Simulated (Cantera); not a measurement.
Cantera run, input and output.

```python
import numpy as np
import cantera as ct

gas = ct.Solution("gri30.yaml")


def delay(T, t_max=10):
    gas.TPX = T, 100000, {'CO': 1, 'H2': 0.15, 'CH4': 0.064, 'O2': 0.817, 'N2': 3.07}
    reactor = ct.IdealGasReactor(gas, clone=False)
    net = ct.ReactorNet([reactor])
    net.rtol, net.atol = 1e-8, 1e-16
    while net.time < t_max:
        t_old, T_old = net.time, reactor.T
        net.step()
        if reactor.T > T + 400:  # ignition: a rise of 400 K
            return t_old + (T + 400 - T_old) / (reactor.T - T_old) * (net.time - t_old)
    return np.nan


taus = []
for T in [975, 1050, 1125, 1200, 1275, 1350]:
    taus.append(delay(T))
    print(f"T0 = {T:6g} K   tau = {taus[-1]:.4e} s")
```

It prints:

```
T0 =    975 K   tau = 2.5230e-03 s
T0 =   1050 K   tau = 6.0444e-04 s
T0 =   1125 K   tau = 2.5357e-04 s
T0 =   1200 K   tau = 1.4432e-04 s
T0 =   1275 K   tau = 9.6315e-05 s
T0 =   1350 K   tau = 7.0806e-05 s
```

Computed with Cantera and GRI-Mech 3.0 (53 species, 325 reactions). Below about 1000 K GRI-Mech 3.0 lacks low-temperature oxidation paths.
